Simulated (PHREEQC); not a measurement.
A solution holds 0.018 mol/kgw Na2HAsO4, 0.3 mol/kgw H2SO4 and 0.007 mol/kgw CuSO4, at 25 °C. Closed to the air; pH follows from the charge balance.

All values are PHREEQC results (ion-association model, wateq4f.dat), not measurements.

This is a speciation only: nothing precipitates in the calculation.

Question: Estimate the pH, ionic strength, activity of water.

Answer: pH 0.64; ionic strength 0.382 mol/kgw; activity of water 0.989.

Question: In which forms is As present?

Answer: H3AsO4 97 %, H2AsO4- 3.2 % of the As.

The database has no arsenate complexes of Cu.
